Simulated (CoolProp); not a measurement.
Vapour-liquid equilibrium of n-perfluorobutane (1) + R365MFC (2) at 0.337 MPa; x and y are mole fractions of (1).

The numbers come from the multi-fluid Helmholtz-energy mixture model, Gao 2022 and Lemmon 2016; pair parameters Bell 2016 in CoolProp.

```csv
x,"bubble temperature, mixture model (K)","bubble temperature, Raoult's law (K)","y, mixture model","y, Raoult's law"
0.05,338.6,347.5,0.319,0.151
0.125,326.6,342.1,0.548,0.332
0.2,320.1,337.2,0.649,0.472
0.275,316.4,332.8,0.703,0.582
0.35,314.1,328.8,0.736,0.669
0.425,312.5,325.2,0.759,0.740
0.5,311.3,321.9,0.780,0.797
0.575,310.2,318.9,0.799,0.845
0.65,309.2,316.1,0.821,0.884
0.725,308.2,313.6,0.845,0.917
0.8,307.4,311.2,0.875,0.944
0.875,306.5,309.0,0.912,0.968
0.95,305.9,306.9,0.960,0.988
```

The largest gap from Raoult's law is -17.1 K in bubble temperature, at x = 0.2. No azeotrope shows between x = 0.05 and 0.95.

Pair parameters are fitted to limited data, so mixtures are less certain than the pure fluids. With so large a gap from Raoult's law the liquid may split in two, which this calculation doesn't test in full.
